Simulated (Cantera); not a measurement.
What does this Cantera script print?

```python
import numpy as np
import cantera as ct

gas_names = """
    CL CL2 H HCL H2 Si SiCL SiCL2 SiCL3 SiCL4 SiH SiHCL3 SiH2 SiH2CL2 SiH3 SiH3CL SiH4 Si2 Si3
""".split()
cond_names = """
    Si(cr) Si(L)
""".split()


# ... load() reads the species with a 1 bar reference pressure and builds the phases ...
atoms = {
    'Si': {'Si': 1},
    'HCl': {'H': 1, 'CL': 1},
    'H2': {'H': 2},
}
top_T = {}  # K; cautious upper limits of use, not melting points


# ... equilibrate(T, P, feed) seeds the gas with the atoms and calls Mixture.equilibrate('TP', solver="vcs", rtol=1e-11, max_steps=5000) ...
results = []
feed = {'Si': 1, 'HCl': 4, 'H2': 31}  # mol
P = 13332.2  # Pa
for T in [525, 575, 625, 675, 725, 775, 825, 875, 925, 975, 1025, 1075]:
    mix = equilibrate(T, P, feed)
    results.append((T, P, feed, dict(zip(mix.species_names, mix.species_moles))))
    x = sorted(zip(gas.X, gas.species_names), reverse=True)
    print(f"T = {T:g} K  P = {P:g} Pa  gas = {mix.phase_moles(0):.4g} mol")
    print("   x: " + "  ".join(f"{s} {v:.3e}" for v, s in x if v > 1e-06))
    print("   condensed (mol): " + ("  ".join(f"{mix.phase(i).name} {mix.phase_moles(i):.4g}"
          for i in range(1, mix.n_phases) if mix.phase_moles(i) > 1e-12) or "none"))
```

It prints:

```
T = 525 K  P = 13332.2 Pa  gas = 34 mol
   x: H2 9.703e-01  SiCL4 2.909e-02  HCL 3.193e-04  SiHCL3 3.191e-04
   condensed (mol): none
T = 575 K  P = 13332.2 Pa  gas = 34 mol
   x: H2 9.699e-01  SiCL4 2.877e-02  HCL 6.445e-04  SiHCL3 6.432e-04
   condensed (mol): none
T = 625 K  P = 13332.2 Pa  gas = 34 mol
   x: H2 9.694e-01  SiCL4 2.826e-02  HCL 1.153e-03  SiHCL3 1.148e-03  SiH2CL2 2.523e-06
   condensed (mol): none
T = 675 K  P = 13332.2 Pa  gas = 34 mol
   x: H2 9.687e-01  SiCL4 2.754e-02  HCL 1.879e-03  SiHCL3 1.863e-03  SiH2CL2 7.803e-06
   condensed (mol): none
T = 725 K  P = 13332.2 Pa  gas = 34 mol
   x: H2 9.677e-01  SiCL4 2.659e-02  HCL 2.839e-03  SiHCL3 2.797e-03  SiH2CL2 2.048e-05  SiCL3 1.014e-06
   condensed (mol): none
T = 775 K  P = 13332.2 Pa  gas = 34 mol
   x: H2 9.666e-01  SiCL4 2.542e-02  HCL 4.037e-03  SiHCL3 3.938e-03  SiH2CL2 4.705e-05  SiCL3 4.513e-06
   condensed (mol): none
T = 825 K  P = 13332.2 Pa  gas = 34 mol
   x: H2 9.651e-01  SiCL4 2.405e-02  HCL 5.465e-03  SiHCL3 5.251e-03  SiH2CL2 9.679e-05  SiCL3 1.654e-05  SiCL2 1.003e-06
   condensed (mol): none
T = 875 K  P = 13332.2 Pa  gas = 34 mol
   x: H2 9.635e-01  SiCL4 2.250e-02  HCL 7.106e-03  SiHCL3 6.675e-03  SiH2CL2 1.811e-04  SiCL3 5.144e-05  SiCL2 6.803e-06  SiH3CL 1.183e-06
   condensed (mol): none
T = 925 K  P = 13332.2 Pa  gas = 34 mol
   x: H2 9.616e-01  SiCL4 2.080e-02  HCL 8.958e-03  SiHCL3 8.115e-03  SiH2CL2 3.108e-04  SiCL3 1.388e-04  SiCL2 3.677e-05  SiH3CL 2.940e-06
   condensed (mol): none
T = 975 K  P = 13332.2 Pa  gas = 34.01 mol
   x: H2 9.595e-01  SiCL4 1.900e-02  HCL 1.107e-02  SiHCL3 9.417e-03  SiH2CL2 4.888e-04  SiCL3 3.294e-04  SiCL2 1.617e-04  SiH3CL 6.409e-06
   condensed (mol): none
T = 1025 K  P = 13332.2 Pa  gas = 34.06 mol
   x: H2 9.560e-01  SiCL4 1.756e-02  HCL 1.558e-02  SiHCL3 9.260e-03  SiCL3 6.174e-04  SiH2CL2 5.418e-04  SiCL2 4.531e-04  SiH3CL 8.177e-06
   condensed (mol): Si(cr) 0.0314
T = 1075 K  P = 13332.2 Pa  gas = 34.13 mol
   x: H2 9.509e-01  HCL 2.224e-02  SiCL4 1.588e-02  SiHCL3 8.435e-03  SiCL2 1.016e-03  SiCL3 1.010e-03  SiH2CL2 5.240e-04  SiH3CL 8.554e-06
   condensed (mol): Si(cr) 0.08272
```

Method: chemical equilibrium by Gibbs-energy minimisation in Cantera with the NASA 1993 tables (ideal gas, pure condensed phases). The tables' values for SiCl3 are old estimates; treat these amounts as uncertain.
